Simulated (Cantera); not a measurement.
A freely propagating, adiabatic, planar premixed flame of H₂ : O₂ : N₂ = 1 : 0.238 : 0.895 (molar parts), unburnt at 475 K and 0.336 atm; mixture-averaged transport, grid criteria slope 0.08 and curve 0.16, no radiation.

Detailed kinetics in Cantera: the H2/O2 subset of GRI-Mech 3.0, which has no nitrogen chemistry. Burning velocities carry a grid error of a few per cent, more on coarse grids.

Question: Predict: laminar burning velocity; thermal thickness; peak x(H₂O₂); peak x(HO₂); peak x(OH).

Answer: 
| Property | Value |
|---|---|
| laminar burning velocity | 539 cm/s |
| thermal thickness | 1.71 mm |
| peak x(H₂O₂) | 9.88e-6 |
| peak x(HO₂) | 0.000152 |
| peak x(OH) | 0.00374 |
